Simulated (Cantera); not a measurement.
Charge: 1 mol Cu2O, 1.2 mol H2, 3 mol H2O, held at 7.50 Torr.

These are equilibrium values from Cantera (NASA tables, ideal gas, pure condensed phases), not measurements of a reactor. Candidate condensed phases: Cu, CuO, Cu(OH)2, Cu2O, H2O; 12 gas species. The numbers say what is thermodynamically allowed, not how fast it happens.

x: gas mole fraction; n: condensed amount in mol.

```
T (°C)  x H2O      x Cu    x H2      x OH  n Cu(s)  n Cu(l)
------  -----  --------  ------  --------  -------  -------
702     0.952  5.58e-10  0.0476  9.06e-11     2.00        0
802     0.952   2.55e-8  0.0476   2.43e-9     2.00        0
902     0.952   6.05e-7  0.0476   3.73e-8     2.00        0
1002    0.952   8.66e-6  0.0476   3.74e-7     2.00        0
1102    0.952   8.23e-5  0.0476   2.69e-6        0     2.00
1202    0.952  0.000536  0.0476   1.48e-5        0     2.00
1302    0.950         ?  0.0475         ?        0     1.99
1402    0.941    0.0114  0.0471  0.000244        0     1.95
1502    0.912    0.0404  0.0459  0.000768        0     1.82
1602        ?         ?  0.0428         ?        0        ?
1702    0.634     0.319  0.0367   0.00432        0        0
```

### Question
Complete the blanks.

### Answer

- 1602, x H2O: 0.829
- 1602, x Cu: 0.124
- 1602, x OH: 0.00205
- 1602, n Cu(l): 1.40
- 1302, x Cu: 0.00273
- 1302, x OH: 6.58e-5
